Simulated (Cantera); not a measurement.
An adiabatic, constant-volume homogeneous reactor starts with CO : H₂ : CH₄ : O₂ : N₂ = 1 : 0.047 : 1.4 : 3.96 : 14.9 (molar parts), at 1298 K and 15.8 atm.

Detailed kinetics in Cantera: GRI-Mech 3.0 (53 species, 325 reactions). The pressure lies above the range GRI-Mech 3.0 was tuned for (to about 10 atm).

**Question.** Predict: time of steepest temperature rise; temperature at 2.00 s; equilibrium temperature; x(CO) at 2.00 s; x(H₂) at 2.00 s; x(HCO) at 2.00 s; x(HO₂) at 2.00 s; x(O₂) at 2.00 s.

**Answer.** 
```
Property                                                            Result
---------------------------------  ---------------------------------------
time of steepest temperature rise                                 0.805 ms
temperature at 2.00 s                                               2976 K
equilibrium temperature                                             2976 K
x(CO) at 2.00 s                      0.0250 (gas-phase equilibrium 0.0250)
x(H₂) at 2.00 s                    0.00470 (gas-phase equilibrium 0.00470)
x(HCO) at 2.00 s                   1.20e-7 (gas-phase equilibrium 1.20e-7)
x(HO₂) at 2.00 s                   2.66e-5 (gas-phase equilibrium 2.66e-5)
x(O₂) at 2.00 s                      0.0317 (gas-phase equilibrium 0.0317)
```
